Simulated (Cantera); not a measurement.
Cantera run, input and output.

```python
import numpy as np
import cantera as ct

gas = ct.Solution("gri30.yaml")
gas.TPX = 1325, 5900, {'N2O': 7.2, 'O2': 2.1}
reactor = ct.IdealGasConstPressureReactor(gas, energy="off", clone=False)
net = ct.ReactorNet([reactor])
net.rtol, net.atol = 1e-08, 1e-18
show = ['N2O', 'O2', 'NO', 'N2', 'NO2']
times = np.geomspace(2e-06, 30, 10)

steps = ct.SolutionArray(gas, extra=["t"])
rows = []
print(f"{'t/s':>10s}{'T/K':>9s}{'P/Pa':>11s}" + "".join(f"{s:>11s}" for s in show))
for t in times:
    while net.time < t:
        t_next = net.step()
        steps.append(gas.state, t=t_next)
    rows.append([np.interp(t, steps.t, y) for y in (steps.T, steps.P, *steps(*show).X.T)])
    print(f"{t:10.3e}{rows[-1][0]:9.1f}{rows[-1][1]:11.4g}" + "".join(f"{x:11.3e}" for x in rows[-1][2:]))
rate = np.gradient(steps.T, steps.t)
print("integrator steps:", len(steps.t))
if steps.T.max() > steps.T[0] + 200:
    print(f"time of steepest temperature rise: {steps.t[rate.argmax()]:.4e} s")
gas.TPX = 1325, 5900, {'N2O': 7.2, 'O2': 2.1}
gas.equilibrate("TP")
print(f"equilibrium (TP): T = {gas.T:.1f} K  " + "  ".join(f"{s} {gas[s].X[0]:.3e}" for s in show))
```

It prints:

```
       t/s      T/K       P/Pa        N2O         O2         NO         N2        NO2
 2.000e-06   1325.0       5900  7.742e-01  2.258e-01  8.714e-10  2.417e-07  1.920e-18
 1.254e-05   1325.0       5900  7.742e-01  2.258e-01  3.304e-08  1.588e-06  6.192e-16
 7.865e-05   1325.0       5900  7.742e-01  2.258e-01  1.025e-06  1.210e-05  2.611e-13
 4.932e-04   1325.0       5900  7.740e-01  2.258e-01  1.557e-05  9.982e-05  4.991e-11
 3.093e-03   1325.0       5900  7.732e-01  2.260e-01  1.153e-04  6.718e-04  2.662e-09
 1.940e-02   1325.0       5900  7.678e-01  2.272e-01  7.371e-04  4.240e-03  9.643e-08
 1.216e-01   1325.0       5900  7.351e-01  2.344e-01  4.511e-03  2.591e-02  1.999e-06
 7.628e-01   1325.0       5900  5.658e-01  2.719e-01  2.404e-02  1.382e-01  1.536e-05
 4.784e+00   1325.0       5900  1.391e-01  3.667e-01  7.253e-02  4.216e-01  5.350e-05
 3.000e+01   1325.0       5900  5.684e-04  3.988e-01  8.542e-02  5.150e-01  2.193e-04
integrator steps: 941
equilibrium (TP): T = 1325.0 K  N2O 7.627e-09  O2 4.416e-01  NO 5.696e-04  N2 5.579e-01  NO2 1.962e-06
```

Cantera simulation using GRI-Mech 3.0 (53 species, 325 reactions); the numbers are that mechanism's predictions, not measurements. GRI-Mech 3.0 was tuned for natural gas; its chemistry of N2O as a main component is partial and can be far from experiment. The mechanism lacks the step 2 NO + O2 → 2 NO2, which can matter for NO2 below about 1400 K. The temperature is held fixed by assumption; the heat of reaction is taken as removed at once.
